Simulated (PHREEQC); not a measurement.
A solution holds 0.22 mol K2CO3, 0.0058 mol CO2 and 0.0025 mol CsOH per kg of water, at 85 °C. Closed to the air; pH follows from the charge balance.

Computed with PHREEQC (ion-association model, wateq4f.dat).

Problem. The ionic strength comes out as 0.644 mol/kgw. What activity coefficients do CO3-2, Cs+, K+, OH-, HCO3- get?

Solution. CO3-2 0.18, Cs+ 0.71, K+ 0.59, OH- 0.58, HCO3- 0.65.

This is a speciation only: nothing precipitates in the calculation. At this temperature some constants are extrapolated from 25 °C, and those without enthalpy data are left unchanged.
